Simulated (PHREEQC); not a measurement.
Dissolve 61 mmol/kgw MnSO4, 0.11 mmol/kgw CuCl2 and 0.043 mmol/kgw Na2SO4 at 25 °C. Closed to the air; pH follows from the charge balance.

Equilibrium calculation in PHREEQC: ion-association model, wateq4f.dat.

Precipitation was switched off in this run.

### Question
What pH does the model give?

### Answer
pH 6.08.

### Question
In which forms is Cl present?

### Answer
Cl- 95 %, MnCl+ 4.8 % of the Cl.

The solution is supersaturated, for example in Brochantite, Antlerite, so a real one may precipitate; this is no full list.
